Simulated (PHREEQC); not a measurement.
Consider water at 85 °C with 0.0061 mol NaHSO4, 6.1e-05 mol NaF and 7.2e-05 mol KCl per kg of water. Closed to the air; pH follows from the charge balance.

All values are PHREEQC results (ion-association model, phreeqc.dat), not measurements.

Question: The ionic strength comes out as 0.0125 mol/kgw. What activity coefficients do K+, F-, SO4-2, KSO4-, HSO4- get?

Answer: K+ 0.88, F- 0.88, SO4-2 0.61, KSO4- 0.88, HSO4- 0.88.

Precipitation was switched off in this run. Complexes and solids missing from the database can't appear. At this temperature some constants are extrapolated from 25 °C, and those without enthalpy data are left unchanged.
